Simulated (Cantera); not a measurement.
An isothermal, constant-pressure homogeneous reactor starts with 30.5 % H2, 61.0 % O2, 8.54 % N2, at 1400 K and 0.00681 atm.

Detailed kinetics in Cantera: GRI-Mech 3.0 (53 species, 325 reactions). Radical loss at walls, strong at low pressure, is not modelled. The temperature is held fixed by assumption; the heat of reaction is taken as removed at once.

x: mole fraction; the columns are a selection and need not sum to one.

```tsv
t (s)	x H2	x O2	x NO2	x HO2	x H	x OH	x NO
0.000300	0.305	0.610	<1e-12	6.70e-7	7.43e-6	2.45e-6	<1e-12
0.000744	0.294	0.604	<1e-12	(withheld)	(withheld)	(withheld)	1.91e-12
0.00184	0.0228	0.444	<1e-12	2.74e-6	0.113	0.0215	5.51e-8
0.00457	0.0223	0.447	1.03e-12	2.79e-6	0.108	0.0214	2.46e-7
0.0113	0.0212	0.455	3.00e-12	2.92e-6	0.0957	0.0210	6.67e-7
0.0281	0.0182	0.473	7.82e-12	3.18e-6	0.0692	0.0198	1.43e-6
0.0696	(withheld)	0.503	2.05e-11	(withheld)	(withheld)	(withheld)	(withheld)
0.172	0.00308	0.529	6.99e-11	2.68e-6	0.00383	0.00861	2.60e-6
0.427	0.000468	0.537	2.62e-10	9.52e-7	0.000222	0.00338	2.64e-6
1.06	7.94e-5	0.539	5.40e-10	2.44e-7	1.55e-5	0.00140	2.65e-6
2.63	1.84e-5	0.539	8.16e-10	9.72e-8	1.73e-6	0.000673	2.65e-6
6.51	5.72e-6	0.539	1.48e-9	8.42e-8	3.00e-7	0.000376	2.65e-6
16.1	2.96e-6	0.539	2.41e-9	9.73e-8	1.12e-7	0.000270	2.65e-6
40.0	2.68e-6	0.539	2.61e-9	1.00e-7	9.66e-8	0.000257	2.65e-6
```

Fill in the missing entries.


- 0.000744, x HO2: 1.26e-6
- 0.000744, x H: 0.00519
- 0.000744, x OH: 0.00171
- 0.0696, x H2: 0.0111
- 0.0696, x HO2: 3.46e-6
- 0.0696, x H: 0.0287
- 0.0696, x OH: 0.0159
- 0.0696, x NO: 2.27e-6
